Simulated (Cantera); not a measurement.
A closed system holds: 1 mol Si2H6, 1.9 mol NO, 2.3 mol H2, at 325 °C and 1000 Pa.

Equilibrium computed with Cantera from the NASA thermochemical tables; the gas is ideal and each condensed phase is pure. Candidate condensed phases: H2O, Si, SiO2, Si2N2O, Si3N4; 35 gas species. The feed counts by its element totals alone. Kinetics and transport are ignored.

Base state: H2 0.955, N2 0.0450, NH3 8.53e-5 (mole fractions); condensed: SiO2(α-quartz) + Si2N2O(s).

Problem. What changes in the equilibrium state with this change: NO from 1.9 to 0.18 mol?

Solution. 
```json
[
 {"species": "H2", "before": "0.955", "after": "1.00"},
 {"species": "N2", "before": "0.0450", "after": "<1e-9"},
 {"species": "NH3", "before": "8.53e-5", "after": "<1e-9"},
 {"species": "SiO2(α-quartz), mol", "before": "0.600", "after": "0.0450"},
 {"species": "Si2N2O(s), mol", "before": "0.700", "after": "0.0900"},
 {"species": "Si(s), mol", "before": "0", "after": "1.77"}
]
```

Problem. What changes in the equilibrium state with this change: NO from 1.9 to 6.3 mol?

Solution. 
```csv
species,before,after
N2,0.0450,0.373
H2,0.955,0.355
H2O,3.00e-7,0.272
NH3,8.53e-5,5.56e-5
"SiO2(α-quartz), mol",0.600,2.00
"Si2N2O(s), mol",0.700,0
```
